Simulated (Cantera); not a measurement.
A closed system holds: 1 mol CH₃SiCl₃, 0.066 mol C₂H₄, 2.2 mol H₂, 0.65 mol C₃H₈, held at 0.320 bar.

Method: chemical equilibrium by Gibbs-energy minimisation in Cantera with the NASA 1993 tables (ideal gas, pure condensed phases). Candidate condensed phases: C, C₆H₆, C₇H₈, C₈H₁₈, Si, SiC; 109 gas species. The feed counts by its element totals alone. The tables' values for SiCl₃ are old estimates; treat these amounts as uncertain. Rates play no part. All values below are at 1648 K.

Base state: H₂ 0.638, HCl 0.350, SiCl₂ 0.00840, SiCl₃ 0.00219, SiCl₄ 0.00125, SiHCl₃ 0.000382, CH₄ 0.000174, H 0.000126 (mole fractions); condensed: C(graphite) + SiC(s).

Question: What changes in the equilibrium state with this change: CH₃SiCl₃ replaced by SiCl₄?

Answer: 
| species | before | after |
|---|---|---|
| HCl | 0.350 | 0.481 |
| H₂ | 0.638 | 0.480 |
| SiCl₂ | 0.00840 | 0.0211 |
| SiCl₄ | 0.00125 | 0.00792 |
| SiCl₃ | 0.00219 | 0.00871 |
| SiHCl₃ | 0.000382 | 0.00132 |
| SiH₂Cl₂ | 1.98e-5 | 3.75e-5 |
| CH₄ | 0.000174 | 9.87e-5 |
| C(graphite), mol | 2.18 | 1.35 |
| SiC(s), mol | 0.903 | 0.733 |
